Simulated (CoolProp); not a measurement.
Model: reference Helmholtz-energy equation of state, Thol 2019, in CoolProp.

Task: For n-hexane, give the phase and the cv (kJ/(kg K)), fugacity coefficient at 522.6 K and 13.3 bar; 522.6 K and 15.2 bar.

Result: 
- 522.6 K and 13.3 bar: gas; cv 2.57, fugacity coefficient 0.865
- 522.6 K and 15.2 bar: gas; cv 2.58, fugacity coefficient 0.846
